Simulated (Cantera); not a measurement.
Charge: 1 mol CaCO₃, 6.3 mol H₂O, 1.2 mol O₂, at 750 Torr.

Equilibrium computed with Cantera from the NASA thermochemical tables; the gas is ideal and each condensed phase is pure. Candidate condensed phases: C, C₆H₆, C₇H₈, C₈H₁₈, Ca, CaCO₃, CaO, Ca(OH)₂, H₂O; 115 gas species. Rates play no part.

**Question.** Which condensed phases are stable at each of these points (T (K)): 650, 700, 750, 800, 850, 900, 950, 1000, 1050, 1100, 1150, 1200?

**Answer.** 
```csv
T (K),condensed phases,Ca condensed (%)
650,CaCO₃(calcite) + Ca(OH)₂(s),100.0
700,CaCO₃(calcite) + Ca(OH)₂(s),100.0
750,CaCO₃(calcite) + Ca(OH)₂(s),100.0
800,CaCO₃(calcite) + CaO(s),100.0
850,CaCO₃(calcite) + CaO(s),100.0
900,CaCO₃(calcite) + CaO(s),100.0
950,CaCO₃(calcite) + CaO(s),100.0
1000,CaCO₃(calcite) + CaO(s),100.0
1050,CaO(s),100.0
1100,CaO(s),100.0
1150,CaO(s),100.0
1200,CaO(s),100.0
```

From 650 K to 750 K the condensed part is CaCO₃(calcite) + Ca(OH)₂(s). From 800 K to 1000 K the condensed part is CaCO₃(calcite) + CaO(s). From 1050 K to 1200 K the condensed part is CaO(s).
